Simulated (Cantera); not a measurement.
A closed system holds: 1 mol MgSO4, 0.092 mol H2O, 6.4 mol CO2, at 1.60 bar.

Method: chemical equilibrium by Gibbs-energy minimisation in Cantera with the NASA 1993 tables (ideal gas, pure condensed phases). Candidate condensed phases: C, C6H6, C7H8, C8H18, H2O, H2SO4, Mg, MgCO3, MgO, Mg(OH)2, MgS, MgSO4, S; 130 gas species. Mutual solubility and eutectic melting of coexisting phases are not modelled. The numbers say what is thermodynamically allowed, not how fast it happens.

x: gas mole fraction; n: condensed amount in mol.

| T (K) | x CO2 | x SO2 | x O2 | x H2O | x SO3 | n MgSO4(s) | n MgO(s) |
|---|---|---|---|---|---|---|---|
| 650 | 0.986 | 2.71e-11 | 1.32e-11 | 0.0142 | <1e-12 | 1.00 | 0 |
| 750 | 0.986 | 6.33e-9 | 3.17e-9 | 0.0142 | 4.16e-11 | 1.00 | 0 |
| 850 | 0.986 | 7.55e-7 | 3.78e-7 | 0.0142 | 8.48e-9 | 1.000 | 0 |
| 950 | 0.986 | 3.22e-5 | 1.61e-5 | 0.0142 | 5.48e-7 | 1.000 | ___ |
| 1050 | 0.985 | 0.000657 | 0.000328 | 0.0142 | 1.56e-5 | 0.996 | ___ |
| 1150 | 0.974 | 0.00778 | 0.00389 | 0.0140 | 0.000241 | 0.947 | ___ |
| 1250 | 0.894 | 0.0608 | 0.0304 | 0.0128 | 0.00234 | 0.548 | ___ |
| 1350 | 0.802 | 0.122 | 0.0610 | 0.0115 | 0.00335 | 0 | 1.00 |
| 1450 | 0.802 | 0.123 | 0.0617 | 0.0115 | 0.00189 | 0 | 1.00 |
| 1550 | 0.801 | 0.124 | 0.0620 | 0.0115 | 0.00114 | 0 | 1.00 |

Question: Some entries are withheld; supply them.

Answer: 
- 950, n MgO(s): 0.000213
- 1050, n MgO(s): 0.00437
- 1150, n MgO(s): 0.0527
- 1250, n MgO(s): 0.452
